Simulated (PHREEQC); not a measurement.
0.6 g of hydrous ferric oxide (600 m²/g; 0.2 weak and 0.005 strong sites per Fe, Dzombak-Morel constants, diffuse double layer) in 1 kg of water with 0.005 mol/kgw of an inert sodium salt and 2.1e-06 mol/kgw MgCl2 and 2.1e-05 mol/kgw NiCl2, at 25 °C; the pH is set by adding NaOH or the inert anion's acid. Oxygen alone is held at its pressure in air (log pO2 = -0.68). CO2 from the air is kept out. Precipitation was switched off in this run.

Base run: PHREEQC, ion-association model, wateq4f.dat. Each further column changes one thing. The table gives Mg sorbed (%).

| pH | base | no electrostatic term (-no_edl) | background salt from 0.005 to 0.0005 mol/kgw | oxide from 0.6 to 3 g/kgw |
|---|---|---|---|---|
| 4 | 0.0 | 0.0 | 0.0 | 0.0 |
| 4.75 | 0.0 | 0.0 | 0.0 | 0.0 |
| 5.5 | 0.0 | 0.0 | 0.0 | 0.0 |
| 6.25 | 0.1 | ? | 0.1 | 0.3 |
| 7 | 1.6 | 7.8 | ? | 7.9 |
| 7.75 | 31.6 | 50.0 | 35.2 | 70.9 |
| 8.5 | 93.0 | 84.7 | 94.3 | ? |
| 9.25 | 99.7 | ? | ? | 99.9 |
| 10 | 100.0 | 95.0 | 100.0 | 100.0 |

Q: What belongs in the gaps?

A: 
- 6.25, no electrostatic term (-no_edl): 0.4
- 7, background salt from 0.005 to 0.0005 mol/kgw: 1.8
- 8.5, oxide from 0.6 to 3 g/kgw: 98.6
- 9.25, no electrostatic term (-no_edl): 93.4
- 9.25, background salt from 0.005 to 0.0005 mol/kgw: 99.8
